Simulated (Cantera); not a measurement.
Feed: 1 mol Fe₂O₃, 0.57 mol CH₄, 1.2 mol N₂, 5.7 mol CO, at 1577 °C and 820000 Pa.

Method: chemical equilibrium by Gibbs-energy minimisation in Cantera with the NASA 1993 tables (ideal gas, pure condensed phases). Candidate condensed phases: C, C₆H₆, C₇H₈, C₈H₁₈, Fe, Fe(CO)₅, FeO, Fe(OH)₂, Fe(OH)₃, Fe₂O₃, Fe₃O₄, H₂O; 140 gas species. Each liquid is taken as pure. Mutual solubility and eutectic melting of coexisting phases are not modelled. The tables' stoichiometric FeO is somewhat more stable than real wüstite, so its field is too wide. FeO: taken at fixed stoichiometry. Equilibrium is a limit: real reactors are often held back by kinetics, nucleation or transport.

Base state: CO 0.654, N₂ 0.139, H₂ 0.0908, CO₂ 0.0745, H₂O 0.0416, H 5.67e-5 (mole fractions); condensed: Fe(l) + FeO(l).

Q: What changes in the equilibrium state with this change: temperature from 1577 °C to 1000 °C?

A: 
```csv
species,before,after
CO,0.654,0.612
N₂,0.139,0.139
CO₂,0.0745,0.116
H₂O,0.0416,0.0316
H₂,0.0908,0.101
CH₄,1.16e-7,0.000147
H,5.67e-5,7.92e-8
NH₃,2.21e-6,1.35e-5
"Fe(l), mol",0.570,0
"FeO(l), mol",1.43,0
"Fe(γ), mol",0,0.841
"FeO(s), mol",0,1.16
```
